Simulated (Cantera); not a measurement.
## Tantalum, niobium, vanadium and zirconium in process gases: Ta + H2O + CO2

A closed system holds: 1 mol Ta, 0.033 mol H2O, 0.13 mol CO2.

Method: chemical equilibrium by Gibbs-energy minimisation in Cantera with the NASA 1993 tables (ideal gas, pure condensed phases). Candidate condensed phases: C, C6H6, C7H8, C8H18, H2O, Ta, TaC, Ta2O5; 113 gas species. Mutual solubility and eutectic melting of coexisting phases are not modelled. TaC: taken at fixed stoichiometry. Condensed phases not in the tables: Ta2C, N, O or C dissolved in the metal. Kinetics and transport are ignored.

Problem. Map the stable condensed phases over T = 898, 998, 1098, 1198, 1298, 1398, 1498, 1598, 1698, 1798 K and P in Pa = 0.10, 1.5, 22, 320, 4600, 68000, 1000000.

Solution. 
```
T in K \ P in Pa
            0.10     1.5      22     320    4600   68000 1000000
   1798        A       A       A       B       B       B       B
   1698        A       A       B       B       B       B       B
   1598        A       B       B       B       B       B       B
   1498        B       B       B       B       B       B       B
   1398        B       B       B       B       B       B       B
   1298        B       B       B       B       B       B       B
   1198        B       B       B       B       B       B       B
   1098        B       B       B       B       B       B       B
    998        B       B       B       B       B       B       B
    898        B       B       B       B       B       B       B
```
A: Ta + Ta2O5; B: Ta + TaC + Ta2O5.
